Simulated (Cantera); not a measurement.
A closed system holds: 1 mol B, 0.77 mol NH₃, 17 mol H₂O, equilibrated at 0.00140 bar.

Cantera equilibrium calculation (NASA polynomials, part measured and part estimated; ideal gas, pure solids and liquids). Candidate condensed phases: B, BN, B₂O₃, B₃O₃H₃, H₂O; 39 gas species. Gases not in the tables: H₃BO₃. Equilibrium is a limit: real reactors are often held back by kinetics, nucleation or transport.

x: gas mole fraction; nothing condenses.

| T (°C) | x H₂O | x H₂ | x HBO₂ | x N₂ | x H | x OH |
|---|---|---|---|---|---|---|
| 1052 | 0.788 | 0.139 | 0.0523 | 0.0202 | 1.63e-5 | 1.35e-6 |
| 1102 | 0.788 | 0.139 | 0.0523 | 0.0202 | 3.42e-5 | 3.48e-6 |
| 1152 | 0.788 | 0.139 | 0.0523 | 0.0202 | 6.81e-5 | 8.41e-6 |
| 1202 | 0.788 | 0.139 | 0.0523 | 0.0202 | (withheld) | (withheld) |
| 1252 | 0.788 | 0.139 | 0.0522 | 0.0202 | (withheld) | (withheld) |
| 1302 | 0.788 | 0.139 | 0.0522 | 0.0202 | 0.000414 | 8.52e-5 |
| 1352 | 0.787 | 0.139 | 0.0521 | 0.0202 | 0.000703 | 0.000168 |
| 1402 | 0.787 | 0.139 | 0.0520 | 0.0202 | 0.00116 | 0.000317 |
| 1452 | 0.786 | 0.139 | 0.0520 | 0.0202 | 0.00185 | 0.000578 |
| 1502 | 0.785 | 0.138 | 0.0518 | 0.0202 | 0.00288 | 0.00102 |

**Question.** Some entries are withheld; supply them.

**Answer.** 
- 1252, x H: 0.000236
- 1252, x OH: 4.14e-5
- 1202, x H: 0.000129
- 1202, x OH: 1.92e-5
